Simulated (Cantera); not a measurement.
Feed: 1 mol B2O3, 4.9 mol H2, at 0.000860 bar.

Equilibrium computed with Cantera from the NASA thermochemical tables; the gas is ideal and each condensed phase is pure. Candidate condensed phases: B, B2O3, B3O3H3, H2O; 23 gas species. Equilibrium is a limit: real reactors are often held back by kinetics, nucleation or transport.

### Question
At 1725 K, list the 4 most abundant gas species with their mole fractions, and the condensed phases.

### Answer
H2 0.771, B2O3 0.107, HBO2 0.0596, HBO 0.0400. Condensed: gas only.
